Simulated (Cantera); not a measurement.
What does this Cantera script print?

```python
import numpy as np
import cantera as ct

gas_names = """
    CL CL2 H HCL H2 Si SiCL SiCL2 SiCL3 SiCL4 SiH SiHCL3 SiH2 SiH2CL2 SiH3 SiH3CL SiH4 Si2 Si3
""".split()
cond_names = """
    Si(cr) Si(L)
""".split()


def load(file, names, dense=False):
    # The tables refer to 1 bar. Condensed volumes are neglected.
    table = {s.name: s for s in ct.Species.list_from_file(file)}
    out = []
    for n in names:
        d = dict(table[n].input_data)
        d["thermo"] = dict(d["thermo"], **{"reference-pressure": 1e5})
        if dense:
            d["equation-of-state"] = {"model": "constant-volume", "density": "1e6 g/cm^3"}
        out.append(ct.Species.from_dict(d))
    return out


gas = ct.Solution(thermo="ideal-gas", species=load("nasa_gas.yaml", gas_names))
cond = {s.name: ct.Solution(thermo="fixed-stoichiometry", species=[s], name=s.name)
        for s in load("nasa_condensed.yaml", cond_names, dense=True)}
atoms = {
    'SiHCl3': {'Si': 1, 'H': 1, 'CL': 3},
    'H2': {'H': 2},
    'Cl2': {'CL': 2},
}
top_T = {}  # K; cautious upper limits of use, not melting points


def equilibrate(T, P, feed):
    n = {}
    for name, mol in feed.items():
        for a, k in atoms[name].items():
            n[a] = n.get(a, 0.0) + k * mol
    gas.TPX = T, P, n
    mass = sum(n.values()) * gas.mean_molecular_weight
    gas.equilibrate("TP")
    valid = [c for c in cond.values() if c.min_temp <= T <= top_T.get(c.name, c.max_temp)]
    mix = ct.Mixture([(gas, mass / gas.mean_molecular_weight)] + [(c, 0.0) for c in valid])
    mix.T, mix.P = T, P
    mix.equilibrate("TP", solver="gibbs", rtol=1e-10, max_steps=50000)
    return mix


results = []
T = 900  # K
P = 930  # Pa
for m in [15, 19, 22, 27, 32, 38, 46, 55, 66, 79, 95, 110, 140]:
    feed = {'SiHCl3': 1, 'H2': m, 'Cl2': 0.062}  # mol
    mix = equilibrate(T, P, feed)
    results.append((T, P, feed, dict(zip(mix.species_names, mix.species_moles))))
    x = sorted(zip(gas.X, gas.species_names), reverse=True)
    print(f"T = {T:g} K  P = {P:g} Pa  n(H2) = {m:g} mol  gas = {mix.phase_moles(0):.4g} mol")
    print("   x: " + "  ".join(f"{s} {v:.3e}" for v, s in x if v > 1e-06))
    print("   condensed (mol): " + ("  ".join(f"{mix.phase(i).name} {mix.phase_moles(i):.4g}"
          for i in range(1, mix.n_phases) if mix.phase_moles(i) > 1e-12) or "none"))
```

Result:

```
T = 900 K  P = 930 Pa  n(H2) = 15 mol  gas = 16.29 mol
   x: H2 9.409e-01  SiCL4 3.797e-02  HCL 1.153e-02  SiHCL3 8.797e-03  SiCL3 3.912e-04  SiH2CL2 1.933e-04  SiCL2 1.921e-04  SiH3CL 1.036e-06
   condensed (mol): Si(cr) 0.2254
T = 900 K  P = 930 Pa  n(H2) = 19 mol  gas = 20.3 mol
   x: H2 9.512e-01  SiCL4 2.980e-02  HCL 1.092e-02  SiHCL3 7.375e-03  SiCL3 3.262e-04  SiH2CL2 1.732e-04  SiCL2 1.702e-04
   condensed (mol): Si(cr) 0.2318
T = 900 K  P = 930 Pa  n(H2) = 22 mol  gas = 23.31 mol
   x: H2 9.567e-01  SiCL4 2.556e-02  HCL 1.053e-02  SiHCL3 6.592e-03  SiCL3 2.907e-04  SiH2CL2 1.613e-04  SiCL2 1.576e-04
   condensed (mol): Si(cr) 0.2365
T = 900 K  P = 930 Pa  n(H2) = 27 mol  gas = 28.31 mol
   x: H2 9.633e-01  SiCL4 2.054e-02  HCL 1.001e-02  SiHCL3 5.615e-03  SiCL3 2.468e-04  SiH2CL2 1.456e-04  SiCL2 1.413e-04
   condensed (mol): Si(cr) 0.2443
T = 900 K  P = 930 Pa  n(H2) = 32 mol  gas = 33.32 mol
   x: H2 9.680e-01  SiCL4 1.708e-02  HCL 9.580e-03  SiHCL3 4.900e-03  SiCL3 2.148e-04  SiH2CL2 1.334e-04  SiCL2 1.288e-04
   condensed (mol): Si(cr) 0.2518
T = 900 K  P = 930 Pa  n(H2) = 38 mol  gas = 39.33 mol
   x: H2 9.720e-01  SiCL4 1.412e-02  HCL 9.155e-03  SiHCL3 4.257e-03  SiCL3 1.863e-04  SiH2CL2 1.218e-04  SiCL2 1.171e-04
   condensed (mol): Si(cr) 0.2606
T = 900 K  P = 930 Pa  n(H2) = 46 mol  gas = 47.34 mol
   x: H2 9.759e-01  SiCL4 1.138e-02  HCL 8.691e-03  SiHCL3 3.628e-03  SiCL3 1.584e-04  SiH2CL2 1.098e-04  SiCL2 1.052e-04
   condensed (mol): Si(cr) 0.2719
T = 900 K  P = 930 Pa  n(H2) = 55 mol  gas = 56.36 mol
   x: H2 9.790e-01  SiCL4 9.257e-03  HCL 8.268e-03  SiHCL3 3.114e-03  SiCL3 1.357e-04  SiH2CL2 9.933e-05  SiCL2 9.486e-05
   condensed (mol): Si(cr) 0.2842
T = 900 K  P = 930 Pa  n(H2) = 66 mol  gas = 67.37 mol
   x: H2 9.817e-01  HCL 7.846e-03  SiCL4 7.467e-03  SiHCL3 2.654e-03  SiCL3 1.155e-04  SiH2CL2 8.946e-05  SiCL2 8.519e-05
   condensed (mol): Si(cr) 0.2986
T = 900 K  P = 930 Pa  n(H2) = 79 mol  gas = 80.39 mol
   x: H2 9.840e-01  HCL 7.440e-03  SiCL4 6.010e-03  SiHCL3 2.258e-03  SiCL3 9.817e-05  SiH2CL2 8.045e-05  SiCL2 7.643e-05
   condensed (mol): Si(cr) 0.3148
T = 900 K  P = 930 Pa  n(H2) = 95 mol  gas = 96.41 mol
   x: H2 9.861e-01  HCL 7.034e-03  SiCL4 4.782e-03  SiHCL3 1.904e-03  SiCL3 8.271e-05  SiH2CL2 7.191e-05  SiCL2 6.818e-05
   condensed (mol): Si(cr) 0.3339
T = 900 K  P = 930 Pa  n(H2) = 110 mol  gas = 111.4 mol
   x: H2 9.875e-01  HCL 6.719e-03  SiCL4 3.969e-03  SiHCL3 1.657e-03  SiCL3 7.192e-05  SiH2CL2 6.560e-05  SiCL2 6.211e-05
   condensed (mol): Si(cr) 0.3508
T = 900 K  P = 930 Pa  n(H2) = 140 mol  gas = 141.5 mol
   x: H2 9.894e-01  HCL 6.213e-03  SiCL4 2.890e-03  SiHCL3 1.307e-03  SiCL3 5.669e-05  SiH2CL2 5.609e-05  SiCL2 5.300e-05
   condensed (mol): Si(cr) 0.3827
```

Method: chemical equilibrium by Gibbs-energy minimisation in Cantera with the NASA 1993 tables (ideal gas, pure condensed phases). The tables' values for SiCl3 are old estimates; treat these amounts as uncertain.
